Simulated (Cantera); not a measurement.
An adiabatic, constant-pressure homogeneous reactor starts with CH₃OH : O₂ : N₂ = 1 : 0.21 : 2.35 (molar parts), at 1173 K and 5.00 bar.

Model: GRI-Mech 3.0 (53 species, 325 reactions), integrated in Cantera. GRI-Mech 3.0 was tuned for natural gas; its chemistry of methanol as a main component is partial and can be far from experiment.

x: mole fraction; the columns are a selection and need not sum to one.

```csv
t (s),T (K),x CH₃OH,x O₂,x CH₄,x C₂H,x H₂,x H
2.00e-6,1173,0.281,0.0590,(withheld),<1e-12,3.24e-8,1.67e-10
6.65e-6,1173,0.281,0.0590,(withheld),<1e-12,1.17e-7,1.75e-10
2.21e-5,1173,0.281,0.0590,(withheld),<1e-12,4.06e-7,1.78e-10
7.37e-5,1173,0.281,0.0590,(withheld),<1e-12,1.39e-6,1.84e-10
0.000245,1173,0.281,0.0590,(withheld),<1e-12,5.09e-6,2.33e-10
0.000816,1173,0.281,0.0589,(withheld),<1e-12,3.07e-5,6.88e-10
0.00271,1177,0.276,0.0573,(withheld),<1e-12,0.00156,4.52e-8
0.00903,1205,0.00459,5.24e-12,0.00297,<1e-12,0.280,5.41e-7
0.0301,1192,0.000374,<1e-12,0.00299,<1e-12,0.289,2.98e-7
0.100,1191,5.66e-6,<1e-12,0.00301,<1e-12,0.290,1.61e-7
```

**Question.** What belongs in the gaps?

**Answer.** 
- 2.00e-6, x CH₄: 3.64e-9
- 6.65e-6, x CH₄: 2.70e-8
- 2.21e-5, x CH₄: 1.30e-7
- 7.37e-5, x CH₄: 4.81e-7
- 0.000245, x CH₄: 1.63e-6
- 0.000816, x CH₄: 5.28e-6
- 0.00271, x CH₄: 1.56e-5
